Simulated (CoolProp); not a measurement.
Toluene along the isobar 101 kPa: density (kg/m³) from the reference equation and from simpler models built on Tc = 591.7 K, pc = 4126 kPa, ω = 0.266; each cubic takes its own stable root.

Computed with CoolProp (reference Helmholtz-energy equation of state, Lemmon 2006). It is a short technical equation, of lower accuracy than the large ones.

```tsv
T (K)	phase	reference
204.9	liquid	948.9
231.5	liquid	924.0
258.1	liquid	899.3
284.8	liquid	874.6
311.4	liquid	849.8
338	liquid	824.6
364.7	liquid	798.4
391.3	gas	2.972
417.9	gas	2.760
```

Question: How far does each simpler model (van der Waals, Redlich-Kwong, Soave-Redlich-Kwong) lie from the reference over these 9 states: mean and median of the absolute difference, and the worst?

Answer: 
- van der Waals: mean 52.2 %, median 42.0 %, worst -99.6 % at 364.7 K and 101 kPa
- Redlich-Kwong: mean 20.2 %, median 13.1 %, worst -99.6 % at 364.7 K and 101 kPa
- Soave-Redlich-Kwong: mean 9.1 %, median 10.8 %, worst -13.4 % at 204.9 K and 101 kPa

At some of these states van der Waals, Redlich-Kwong gives the other phase, because its saturation line lies elsewhere.
